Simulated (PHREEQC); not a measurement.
## Nickel, zinc or cadmium bath: speciation

Dissolve 0.0044 mol/kgw ZnSO4 and 0.00096 mol/kgw HCl at 25 °C. Closed to the air; pH follows from the charge balance.

Equilibrium calculation in PHREEQC: ion-association model, wateq4f.dat.

Precipitation was switched off in this run.

### Question
What pH, ionic strength does the model give?

### Answer
pH 3.14; ionic strength 0.0141 mol/kgw.

### Question
In which forms is Zn present?

### Answer
Zn+2 77 %, ZnSO4 23 %, Zn(SO4)2-2 0.6 % of the Zn.

Species that the database lacks are ignored.
